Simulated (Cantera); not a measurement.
Charge: 1 mol C₂H₂, 0.037 mol CO₂, 2.2 mol H₂, equilibrated at 773 K and 76.0 mbar.

Equilibrium computed with Cantera from the NASA thermochemical tables; the gas is ideal and each condensed phase is pure. Candidate condensed phases: C, C₆H₆, C₇H₈, C₈H₁₈, H₂O; 110 gas species. Rates play no part.

### Question
What is the equilibrium state?

### Answer
```json
{
  "x(H₂)": "0.857",
  "x(CH₄)": "0.118",
  "x(H₂O)": "0.0184",
  "x(CO)": "0.00594",
  "x(CO₂)": "0.000656",
  "n(C(graphite))": "1.68 mol",
  "gas_amount": "2.879 mol"
}
```
